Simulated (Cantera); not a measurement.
Input: 1 mol NiS, 0.65 mol H2, 1.5 mol N2, at 1650 K.

Cantera equilibrium calculation (NASA polynomials, part measured and part estimated; ideal gas, pure solids and liquids). Candidate condensed phases: Ni, NiS, NiS2, Ni3S2, Ni3S4, S; 17 gas species. Metal and sulfide melt together well below either melting point, which pure phases cannot show. Mutual solubility and eutectic melting of coexisting phases are not modelled. The numbers say what is thermodynamically allowed, not how fast it happens.

**Question.** Which condensed phases are stable at each of these points (P (Pa)): 10, 36, 130, 460, 1700, 6000, 22000, 77000, 280000, 1000000?

**Answer.** 
```
P (Pa)   condensed phases  Ni condensed (%)
-------  ----------------  ----------------
10                  Ni(s)              96.1
36       Ni(s) + Ni3S2(l)              98.7
130              Ni3S2(l)              99.7
460              Ni3S2(l)              99.9
1700             Ni3S2(l)             100.0
6000             Ni3S2(l)             100.0
22000            Ni3S2(l)             100.0
77000            Ni3S2(l)             100.0
280000           Ni3S2(l)             100.0
1000000          Ni3S2(l)             100.0
```

At 0.000100 bar the condensed part is Ni(s). At 0.000360 bar the condensed part is Ni(s) + Ni3S2(l). From 0.00130 bar to 10.0 bar the condensed part is Ni3S2(l).
